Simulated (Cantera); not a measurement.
Cantera run:

```python
import numpy as np
import cantera as ct

gas_names = """
    C CO CO2 C2 C2O C3 C3O2 C4 C5 Mg MgO Mg2 O O2 O3
""".split()
cond_names = """
    C(gr) Mg(cr) Mg(L) MgCO3(s) MgO(s) MgO(L)
""".split()


# ... load() reads the species with a 1 bar reference pressure and builds the phases ...
atoms = {
    'MgO': {'Mg': 1, 'O': 1},
    'CO': {'C': 1, 'O': 1},
}
top_T = {'C(gr)': 4500}  # K; cautious upper limits of use, not melting points


# ... equilibrate(T, P, feed) seeds the gas with the atoms and calls Mixture.equilibrate('TP', solver="vcs", rtol=1e-11, max_steps=5000) ...
results = []
feed = {'MgO': 1, 'CO': 2.1}  # mol
T = 873.15  # K
P = 12  # Pa
mix = equilibrate(T, P, feed)
results.append((T, P, feed, dict(zip(mix.species_names, mix.species_moles))))
print(gas.report(threshold=1e-05))
for i in range(1, mix.n_phases):
    print(f"{mix.phase(i).name:16s} {mix.phase_moles(i):12.5e} mol")
```

It prints:

```
       temperature   873.15 K
          pressure   12 Pa
           density   4.6335e-05 kg/m^3
  mean mol. weight   28.032 kg/kmol
   phase of matter   gas

                          1 kg             1 kmol
                     ---------------   ---------------
          enthalpy        -3.331e+06       -9.3373e+07  J
   internal energy         -3.59e+06       -1.0063e+08  J
           entropy             10891        3.0529e+05  J/K
    Gibbs function        -1.284e+07       -3.5993e+08  J
 heat capacity c_p            1157.7             32453  J/K
 heat capacity c_v            861.11             24138  J/K

                      mass frac. Y      mole frac. X     chem. pot. / RT
                     ---------------   ---------------   ---------------
                CO           0.99788           0.99865           -49.514
               CO2         0.0021241         0.0013529           -97.687
     [  +13 minor]        7.5874e-15        8.7487e-15

C(gr)             2.83734e-03 mol
Mg(cr)            0.00000e+00 mol
MgCO3(s)          0.00000e+00 mol
MgO(s)            1.00000e+00 mol
```

Method: chemical equilibrium by Gibbs-energy minimisation in Cantera with the NASA 1993 tables (ideal gas, pure condensed phases).
